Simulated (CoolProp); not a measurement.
Ethylene along the isotherm 325.4 K: density (kg/m³) from the reference equation and from simpler models built on Tc = 282.4 K, pc = 50.42 bar, ω = 0.087; each cubic takes its own stable root.

Computed with CoolProp (reference Helmholtz-energy equation of state, Smukala 2000).

```csv
p (bar),phase,reference,ideal gas,Redlich-Kwong,Soave-Redlich-Kwong,Peng-Robinson
0.399,gas,0.4144,0.4137,0.4145,0.4144,0.4146
0.818,gas,0.8512,0.8482,0.8513,0.8512,0.8517
1.68,gas,1.755,1.742,1.755,1.755,1.757
3.45,gas,3.631,3.577,3.634,3.632,3.640
7.09,gas,7.586,7.352,7.595,7.588,7.624
14.6,gas,16.19,15.14,16.23,16.19,16.35
29.9,gas,35.97,31.00,36.14,35.94,36.70
61.4,supercritical,92.32,63.67,93.13,91.13,95.36
126,supercritical,275.3,130.7,256.3,247.4,267.4
```
